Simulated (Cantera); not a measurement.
Cantera run:

```python
import numpy as np
import cantera as ct

gas_names = """
    Cs CsO CsOH Cs2 Cs2O Cs2O2H2 H HO2 H2 H2O H2O2 O OH O2 O3
""".split()
cond_names = """
    Cs(cr) Cs(L) CsOH(a) CsOH(b) CsOH(c) CsOH(L) H2O(s) H2O(L)
""".split()


# ... load() reads the species with a 1 bar reference pressure and builds the phases ...
atoms = {
    'CsOH': {'Cs': 1, 'O': 1, 'H': 1},
    'H2': {'H': 2},
    'O2': {'O': 2},
}
top_T = {}  # K; cautious upper limits of use, not melting points


# ... equilibrate(T, P, feed) seeds the gas with the atoms and calls Mixture.equilibrate('TP', solver="vcs", rtol=1e-11, max_steps=5000) ...
results = []
feed = {'CsOH': 1, 'H2': 1.3, 'O2': 0.03}  # mol
T = 1900  # K
P = 13332.2  # Pa
mix = equilibrate(T, P, feed)
results.append((T, P, feed, dict(zip(mix.species_names, mix.species_moles))))
x = sorted(zip(gas.X, gas.species_names), reverse=True)
print(f"T = {T:g} K  P = {P:g} Pa  gas = {mix.phase_moles(0):.4g} mol")
print("   x: " + "  ".join(f"{s} {v:.3e}" for v, s in x if v > 1e-06))
print("   condensed (mol): " + ("  ".join(f"{mix.phase(i).name} {mix.phase_moles(i):.4g}"
      for i in range(1, mix.n_phases) if mix.phase_moles(i) > 1e-12) or "none"))
```

Output:

```
T = 1900 K  P = 13332.2 Pa  gas = 2.573 mol
   x: H2 3.761e-01  H2O 2.339e-01  Cs 2.106e-01  CsOH 1.781e-01  H 1.333e-03  OH 6.808e-05  Cs2 2.003e-05  CsO 2.890e-06  Cs2O2H2 1.305e-06
   condensed (mol): none
```

Equilibrium computed with Cantera from the NASA thermochemical tables; the gas is ideal and each condensed phase is pure.
